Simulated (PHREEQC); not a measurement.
1.6 g of hydrous ferric oxide (600 m²/g; 0.2 weak and 0.005 strong sites per Fe, Dzombak-Morel constants, diffuse double layer) in 1 kg of water with 0.01 mol/kgw of an inert sodium salt and 0.14 mmol/kgw NaH2PO4, at 25 °C; the pH is set by adding NaOH or the inert anion's acid. Oxygen alone is held at its pressure in air (log pO2 = -0.68). CO2 from the air is kept out. Nothing may precipitate in this run.

The numbers come from PHREEQC with the ion-association model, wateq4f.dat.

Question: Predict P sorbed (%), surface charge σ (C/m²) at pH = 6.5, 11.

Answer: 
| pH | P sorbed (%) | surface charge σ (C/m²) |
|---|---|---|
| 6.5 | 100.0 | 0.027 |
| 11 | 0.6 | -0.102 |

Species that the database lacks are ignored. H3PO4, which wateq4f.dat lacks, is added to it with the constant of phreeqc.dat.
